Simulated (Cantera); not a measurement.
An isothermal, constant-pressure homogeneous reactor starts with 13.8 % CH₄, 86.2 % H₂, at 1498 K and 0.0133 bar.

Cantera simulation using GRI-Mech 3.0 (53 species, 325 reactions); the numbers are that mechanism's predictions, not measurements. GRI-Mech 3.0 stops at C3 and has no aromatics, soot or wall deposition, so with more carbon than oxygen in the feed, carbon stays in small species such as C2H2 where larger ones or solid carbon would form. Radical loss at walls, strong at low pressure, is not modelled.

x: mole fraction; the columns are a selection and need not sum to one.

```json
[
 {"t (s)": "0.000200", "x CH₄": "0.138", "x H₂": "0.862", "x C₂H₄": "<1e-12", "x C₂H₂": "<1e-12", "x CH₂": "<1e-12"},
 {"t (s)": "0.000493", "x CH₄": "0.138", "x H₂": "0.862", "x C₂H₄": "3.56e-12", "x C₂H₂": "<1e-12", "x CH₂": "<1e-12"},
 {"t (s)": "0.00121", "x CH₄": "0.138", "x H₂": "0.862", "x C₂H₄": "6.27e-11", "x C₂H₂": "<1e-12", "x CH₂": "1.27e-12"},
 {"t (s)": "0.00299", "x CH₄": "0.138", "x H₂": "0.862", "x C₂H₄": "9.97e-10", "x C₂H₂": "1.03e-12", "x CH₂": "8.17e-12"},
 {"t (s)": "0.00737", "x CH₄": "0.138", "x H₂": "0.862", "x C₂H₄": "1.53e-8", "x C₂H₂": "4.43e-11", "x CH₂": "5.05e-11"},
 {"t (s)": "0.0182", "x CH₄": "0.138", "x H₂": "0.862", "x C₂H₄": "…", "x C₂H₂": "…", "x CH₂": "3.04e-10"},
 {"t (s)": "0.0447", "x CH₄": "0.138", "x H₂": "0.862", "x C₂H₄": "3.49e-6", "x C₂H₂": "1.16e-7", "x CH₂": "1.73e-9"},
 {"t (s)": "0.110", "x CH₄": "0.138", "x H₂": "0.862", "x C₂H₄": "…", "x C₂H₂": "…", "x CH₂": "…"},
 {"t (s)": "0.271", "x CH₄": "0.137", "x H₂": "0.863", "x C₂H₄": "0.000257", "x C₂H₂": "0.000196", "x CH₂": "1.72e-8"},
 {"t (s)": "0.669", "x CH₄": "0.134", "x H₂": "0.864", "x C₂H₄": "0.000386", "x C₂H₂": "0.00136", "x CH₂": "1.80e-8"},
 {"t (s)": "1.65", "x CH₄": "0.127", "x H₂": "0.868", "x C₂H₄": "0.000368", "x C₂H₂": "0.00440", "x CH₂": "1.75e-8"},
 {"t (s)": "4.06", "x CH₄": "0.112", "x H₂": "0.876", "x C₂H₄": "0.000323", "x C₂H₂": "0.0109", "x CH₂": "1.65e-8"},
 {"t (s)": "10.0", "x CH₄": "0.0858", "x H₂": "0.891", "x C₂H₄": "0.000258", "x C₂H₂": "0.0226", "x CH₂": "1.44e-8"}
]
```

Complete the blanks.


- 0.0182, x C₂H₄: 2.31e-7
- 0.0182, x C₂H₂: 2.08e-9
- 0.110, x C₂H₄: 4.57e-5
- 0.110, x C₂H₂: 6.83e-6
- 0.110, x CH₂: 8.04e-9
